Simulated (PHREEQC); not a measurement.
# Cooling-tower water

Model water analysis in mg/kgw, 25 °C, pH 6.6, pe 1:

| constituent | mg/kgw |
|---|---|
| Na | 72.7 |
| K | 56.8 |
| Ca | 30.7 |
| Mg | 61.8 |
| Cl | 33 |
| S(6) as SO4 | 456 |
| Alkalinity as HCO3 | 74 |
| Li | 0.0154 |

Valence states are taken as typed.

Model: ion-association model, phreeqc.dat, run in PHREEQC.

This is a speciation only: nothing precipitates in the calculation.

Problem. Predict the ionic strength, charge-balance error.

Solution. ionic strength 0.0161 mol/kgw; charge-balance error -2.1 %.

Problem. In which forms is S present?

Solution. SO4-2 82 %, MgSO4 14 %, CaSO4 3.3 %, NaSO4- 0.8 % of the S.
